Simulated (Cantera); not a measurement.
## NO annealing gas

An isothermal, constant-pressure homogeneous reactor starts with 45.5 % NO, 54.5 % N2, at 1648 K and 1.90 bar.

Model: GRI-Mech 3.0 (53 species, 325 reactions), integrated in Cantera.

| t (s) | x NO | x N2O | x NO2 | x O2 | x O | x N2 |
|---|---|---|---|---|---|---|
| 1.00e-6 | 0.455 | 2.05e-8 | 2.54e-9 | 1.57e-12 | 1.80e-8 | 0.545 |
| 7.44e-6 | 0.455 | 1.53e-7 | 8.67e-8 | 5.46e-11 | 6.61e-8 | 0.545 |
| 5.54e-5 | 0.455 | 1.13e-6 | 1.06e-6 | 8.02e-10 | 8.08e-8 | 0.545 |
| 0.000412 | 0.455 | 8.04e-6 | 8.74e-6 | 1.72e-8 | 1.16e-7 | 0.545 |
| 0.00307 | 0.454 | 4.40e-5 | 7.75e-5 | 2.08e-6 | 4.05e-7 | 0.546 |
| 0.0228 | 0.453 | 8.13e-5 | 0.000297 | 0.000280 | 1.21e-6 | 0.546 |
| 0.170 | 0.447 | 7.93e-5 | 0.000390 | 0.00322 | 1.59e-6 | 0.549 |
| 1.26 | 0.407 | 6.52e-5 | 0.000701 | 0.0232 | 3.05e-6 | 0.569 |
| 9.41 | 0.240 | 2.25e-5 | 0.000841 | 0.106 | 6.11e-6 | 0.653 |
| 70.0 | 0.0517 | 1.21e-6 | 0.000248 | 0.201 | 8.30e-6 | 0.747 |
x: mole fraction; the columns are a selection and need not sum to one.

Equilibrium at this temperature and pressure: NO 0.00244, N2O 1.96e-7, NO2 1.24e-5, O2 0.226, O 8.79e-6, N2 0.772 (gas phase only).
